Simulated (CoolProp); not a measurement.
Vapour-liquid equilibrium of dimethyl ether (1) + n-butane (2) at -10.55 °C; x and y are mole fractions of (1).

The numbers come from the multi-fluid Helmholtz-energy mixture model, Wu 2011 and Bücker 2006; pair parameters Bell 2016 in CoolProp.

Problem. Give the bubble pressure and the first vapour's composition at x = 0.5, 0.65, 0.875. Is there an azeotrope?

Solution. x = 0.5: 145.2 kPa, y = 0.723; x = 0.65: 158.3 kPa, y = 0.801; x = 0.875: 174.1 kPa, y = 0.918. No azeotrope shows between x = 0.05 and 0.95.

Pair parameters are fitted to limited data, so mixtures are less certain than the pure fluids.
